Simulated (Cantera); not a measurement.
Charge: 1 mol Si₃N₄, 0.35 mol CO₂, 8.3 mol N₂, at 1773.15 K and 16.0 Pa.

These are equilibrium values from Cantera (NASA tables, ideal gas, pure condensed phases), not measurements of a reactor. Candidate condensed phases: C, Si, SiC, SiO₂, Si₂N₂O, Si₃N₄; 34 gas species. Mutual solubility and eutectic melting of coexisting phases are not modelled. The tables' values for SiN are old estimates; treat these amounts as uncertain. Equilibrium is a limit: real reactors are often held back by kinetics, nucleation or transport.

Base state: N₂ 0.923, SiO 0.0577, Si 0.0133, CO 0.00508, Si₂N 0.000129, Si₂C 0.000123, SiN 7.79e-5, Si₂ 7.43e-5 (mole fractions); condensed: Si(l) + SiC(s).

**Question.** What changes in the equilibrium state with this change: pressure from 16.0 Pa to 10.0 mbar?

**Answer.** 
| species | before | after |
|---|---|---|
| N₂ | 0.923 | 0.979 |
| SiO | 0.0577 | 0.0178 |
| CO | 0.00508 | 0.00326 |
| Si | 0.0133 | 0.000148 |
| Si₃ | 1.79e-5 | 9.54e-8 |
| Si₂ | 7.43e-5 | 5.70e-7 |
| Si(l), mol | 1.91 | 0 |
| SiC(s), mol | 0.292 | 0.321 |
| Si₂N₂O(s), mol | 0 | 0.511 |
| Si₃N₄(s), mol | 0 | 0.499 |

**Question.** What changes in the equilibrium state with this change: pressure from 16.0 Pa to 1.00 bar?

**Answer.** 
```
species           before    after
--------------  --------  -------
N₂                 0.923    0.997
CO               0.00508  0.00332
SiO               0.0577  3.80e-5
Si                0.0133  6.78e-8
Si₂C            0.000123    <1e-9
Si₂N            0.000129  1.71e-9
Si(l), mol          1.91        0
SiC(s), mol        0.292    0.321
Si₂N₂O(s), mol         0    0.671
Si₃N₄(s), mol          0    0.446
```

**Question.** What changes in the equilibrium state with this change: CO₂ from 0.35 to 2.3 mol?

**Answer.** 
```
species        before    after
-----------  --------  -------
N₂              0.923    0.688
SiO            0.0577    0.175
CO            0.00508    0.133
Si             0.0133  0.00454
Si₃           1.79e-5  7.08e-7
Si₂N         0.000129  1.29e-5
Si₂           7.43e-5  8.61e-6
SiN           7.79e-5  2.29e-5
Si(l), mol       1.91        0
SiC(s), mol     0.292    0.315
```
